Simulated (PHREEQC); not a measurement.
A solution holds 0.00047 mol CaSO4, 0.016 mol CO2 and 0.29 mol NaCl per kg of water, at 25 °C. Closed to the air; pH follows from the charge balance.

The numbers come from PHREEQC with the Pitzer model, pitzer.dat.

Q: The ionic strength comes out as 0.292 mol/kgw. What activity coefficients do H+, HCO3-, Na+, Cl-, SO4-2 get?

A: H+ 0.80, HCO3- 0.77, Na+ 0.73, Cl- 0.69, SO4-2 0.17. Single-ion values are on the MacInnes scale.

Precipitation was switched off in this run.
